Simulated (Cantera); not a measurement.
Input: 1 mol Fe3O4, a varied amount of CH4, 0.3 mol N2, at 702 °C and 2.80 mbar.

Cantera equilibrium calculation (NASA polynomials, part measured and part estimated; ideal gas, pure solids and liquids). Candidate condensed phases: C, C6H6, C7H8, C8H18, Fe, Fe(CO)5, FeO, Fe(OH)2, Fe(OH)3, Fe2O3, Fe3O4, H2O; 140 gas species. The tables' stoichiometric FeO is somewhat more stable than real wüstite, so its field is too wide. FeO: taken at fixed stoichiometry. Equilibrium is a limit: real reactors are often held back by kinetics, nucleation or transport.

**Question.** At 1.9 mol CH4, list the 5 most abundant gas species with their mole fractions, and the condensed phases.

**Answer.** H2 0.542, CO 0.250, H2O 0.0909, CO2 0.0669, N2 0.0500. Condensed: Fe(α) + FeO(s).
